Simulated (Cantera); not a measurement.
Input: 1 mol Cu, 1.8 mol F₂, 0.59 mol H₂, held at 1.00 bar.

Cantera equilibrium calculation (NASA polynomials, part measured and part estimated; ideal gas, pure solids and liquids). Candidate condensed phases: Cu, CuF₂; 15 gas species. Equilibrium is a limit: real reactors are often held back by kinetics, nucleation or transport. All values below are at 750 K.

Base state: HF 0.848, F₂ 0.150, F 0.00142, H₂F₂ 9.23e-5 (mole fractions); condensed: CuF₂(s).

### Question
What changes in the equilibrium state with this change: pressure from 1.00 bar to 3.30 Pa?

### Answer
| species | before | after |
|---|---|---|
| HF | 0.848 | 0.782 |
| F | 0.00142 | 0.157 |
| F₂ | 0.150 | 0.0606 |
| CuF₂ | <1e-9 | 1.21e-5 |
| H₂F₂ | 9.23e-5 | 2.59e-9 |
| CuF₂(s), mol | 1.00 | 1.000 |

### Question
What changes in the equilibrium state with this change: H₂ from 0.59 to 1.1 mol?

### Answer
```tsv
species	before	after
HF	0.848	1.000
H₂F₂	9.23e-5	0.000128
F₂	0.150	<1e-9
F	0.00142	<1e-9
CuF₂(s), mol	1.00	0.700
Cu(s), mol	0	0.300
```
